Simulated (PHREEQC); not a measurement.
A column of 0.1 m (30 cells, dispersivity 0.005 m, 3600 s a shift, diffusion coefficient 3e-10 m²/s) holds 0.0056 eq of the database's cation exchanger X per kg of pore water, first in equilibrium with 0.68 mmol/kgw NH4Cl and 0.01 mmol/kgw HCl. It is flushed with 0.0018 mol MnCl2, 0.0022 mol PbCl2 and 1e-05 mol HCl per kg of water, at 25 °C. Values are for the last cell. The system is closed to CO2. No solid was allowed to form.

Base run: PHREEQC, ion-association model, phreeqc.dat. Each further column changes one thing. The table gives NH4 in solution (mol/kgw).

| pore volumes | base | exchange capacity from 0.0056 to 0.0028 eq/kgw | dispersivity from 0.005 to 0.01 m |
|---|---|---|---|
| 0 | 0.000680 | 0.000680 | 0.000680 |
| 0.4167 | 0.000707 | 0.000707 | 0.000900 |
| 0.6833 | 0.00178 | 0.00178 | 0.00251 |
| 1.083 | 0.00550 | (withheld) | 0.00547 |
| 1.483 | 0.00630 | 0.00120 | 0.00429 |
| 1.883 | 0.00132 | 0.000235 | 0.00149 |
| 2.15 | 0.000446 | 7.69e-5 | (withheld) |
| 2.55 | 8.74e-5 | (withheld) | 0.000274 |
| 2.95 | 1.71e-5 | 2.49e-6 | (withheld) |
| 3.35 | 3.36e-6 | 4.37e-7 | 3.76e-5 |
| 3.617 | 1.13e-6 | 1.36e-7 | (withheld) |
| 4.017 | 2.22e-7 | 2.36e-8 | 7.29e-6 |

Problem. Some entries are withheld; supply them.

Solution. 
- 1.083, exchange capacity from 0.0056 to 0.0028 eq/kgw: 0.00526
- 2.15, dispersivity from 0.005 to 0.01 m: 0.000753
- 2.55, exchange capacity from 0.0056 to 0.0028 eq/kgw: 1.40e-5
- 2.95, dispersivity from 0.005 to 0.01 m: 0.000101
- 3.617, dispersivity from 0.005 to 0.01 m: 1.95e-5
